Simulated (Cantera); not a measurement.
Input: 1 mol Pb, 0.022 mol H₂O, a varied amount of H₂, equilibrated at 1373.15 K and 0.133 bar.

Method: chemical equilibrium by Gibbs-energy minimisation in Cantera with the NASA 1993 tables (ideal gas, pure condensed phases). Candidate condensed phases: H₂O, Pb, PbO, PbO₂, Pb₃O₄; 12 gas species. Equilibrium is a limit: real reactors are often held back by kinetics, nucleation or transport.

Question: At 48 mol H₂, list the 3 most abundant gas species with their mole fractions, and the condensed phases.

Answer: H₂ 0.979, Pb 0.0204, H₂O 0.000449. Condensed: gas only.
